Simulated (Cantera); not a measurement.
**Equilibrium for carbon deposition, reforming and gasification: C2H5OH + CO2**

A closed system holds: 1 mol C2H5OH, 0.058 mol CO2, held at 12.0 Pa.

Method: chemical equilibrium by Gibbs-energy minimisation in Cantera with the NASA 1993 tables (ideal gas, pure condensed phases). Candidate condensed phases: C, C6H6, C7H8, C8H18, H2O; 110 gas species. Kinetics and transport are ignored.

From 898 K to 2498 K the condensed part is C(graphite). From 2698 K to 2898 K nothing is condensed. The main C-bearing gas is CO throughout.

| T (K) | x H | x H2 | x CO | x C | x C3 | x C2 | n C(graphite) |
|---|---|---|---|---|---|---|---|
| 898 | 8.53e-9 | 0.729 | 0.271 | <1e-12 | <1e-12 | <1e-12 | 0.942 |
| 1098 | 1.93e-6 | 0.729 | 0.271 | <1e-12 | <1e-12 | <1e-12 | 0.942 |
| 1298 | 8.35e-5 | 0.729 | 0.271 | <1e-12 | <1e-12 | <1e-12 | 0.942 |
| 1498 | 0.00134 | 0.728 | 0.271 | <1e-12 | <1e-12 | <1e-12 | 0.942 |
| 1698 | 0.0112 | 0.719 | 0.270 | 1.18e-10 | 3.49e-11 | 2.85e-12 | 0.942 |
| 1898 | 0.0587 | 0.678 | 0.263 | 2.50e-8 | 1.63e-8 | 1.36e-9 | 0.940 |
| 2098 | 0.208 | 0.548 | 0.243 | 1.90e-6 | 2.30e-6 | 1.98e-7 | 0.935 |
| 2298 | 0.485 | 0.308 | 0.205 | 6.75e-5 | 0.000134 | 1.19e-5 | 0.924 |
| 2498 | 0.720 | 0.100 | 0.172 | 0.00135 | 0.00402 | 0.000370 | 0.828 |
| 2698 | 0.772 | 0.0225 | 0.152 | 0.0135 | 0.0343 | 0.00419 | 0 |
| 2898 | 0.775 | 0.00552 | 0.146 | 0.0451 | 0.0210 | 0.00715 | 0 |
x: gas mole fraction; n: condensed amount in mol.
